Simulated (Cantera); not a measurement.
## Adiabatic ignition

An adiabatic, constant-volume homogeneous reactor starts with 12.2 % CO, 0.863 % H2, 9.17 % O2, 77.8 % N2, equivalence ratio 0.71, at 1450 K and 0.440 bar.

Detailed kinetics in Cantera: GRI-Mech 3.0 (53 species, 325 reactions).

| t (s) | T (K) | P (bar) | x CO | x H2 | x O2 | x H2O2 | x NO | x O | x NO2 |
|---|---|---|---|---|---|---|---|---|---|
| 1.00e-5 | 1450 | 0.440 | 0.122 | 0.00863 | 0.0917 | 7.07e-12 | <1e-12 | 6.64e-8 | <1e-12 |
| 2.69e-5 | 1450 | 0.440 | 0.122 | 0.00863 | 0.0917 | 4.00e-11 | <1e-12 | 3.20e-7 | <1e-12 |
| 7.25e-5 | 1450 | 0.440 | 0.122 | 0.00862 | 0.0917 | 5.08e-10 | <1e-12 | 1.21e-5 | <1e-12 |
| 0.000195 | 1483 | 0.450 | 0.109 | 0.000817 | 0.0765 | 1.50e-7 | 3.41e-7 | 0.0112 | 9.67e-11 |
| 0.000525 | 1712 | 0.514 | 0.0658 | 0.000578 | 0.0482 | 4.79e-8 | 2.22e-5 | 0.0274 | 5.71e-9 |
| 0.00141 | 2020 | 0.596 | 0.0514 | 0.000651 | 0.0458 | 2.22e-8 | 0.000116 | 0.0156 | 2.92e-8 |
| 0.00381 | 2275 | 0.661 | 0.0357 | 0.000440 | 0.0416 | 9.76e-9 | 0.000577 | 0.00693 | 1.75e-7 |
| 0.0102 | 2426 | 0.698 | 0.0230 | 0.000266 | 0.0363 | 7.29e-9 | 0.00239 | 0.00320 | 7.81e-7 |
| 0.0276 | 2451 | 0.704 | 0.0201 | 0.000231 | 0.0337 | 7.34e-9 | 0.00558 | 0.00251 | 1.75e-6 |
| 0.0743 | 2447 | 0.703 | 0.0199 | 0.000230 | 0.0325 | 7.16e-9 | 0.00800 | 0.00239 | 2.48e-6 |
| 0.200 | 2446 | 0.702 | 0.0199 | 0.000230 | 0.0323 | 7.13e-9 | 0.00836 | 0.00238 | 2.58e-6 |
x: mole fraction; the columns are a selection and need not sum to one.

```yaml
time_of_steepest_temperature_rise: 0.334 ms
temperature at 0.200 s: 2446 K
equilibrium_temperature: 2446 K
x(CO) at 0.200 s: 0.0199 (gas-phase equilibrium 0.0199)
x(H2) at 0.200 s: 0.000230 (gas-phase equilibrium 0.000230)
x(O2) at 0.200 s: 0.0323 (gas-phase equilibrium 0.0323)
```
